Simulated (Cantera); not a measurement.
Input: 1 mol HgO, 79 mol N2, held at 1298 K and 0.150 Torr.

Cantera equilibrium calculation (NASA polynomials, part measured and part estimated; ideal gas, pure solids and liquids). Candidate condensed phases: Hg, HgO; 10 gas species. Kinetics and transport are ignored.

**Question.** What is the equilibrium state?

**Answer.** 
| Item | Result |
|---|---|
| x(N2) | 0.981 |
| x(Hg) | 0.0124 |
| x(O2) | 0.00617 |
| x(NO) | 7.48e-5 |
| gas amount | 80.50 mol |
| log10 activity of Hg(l) (absent) | -8.06 |
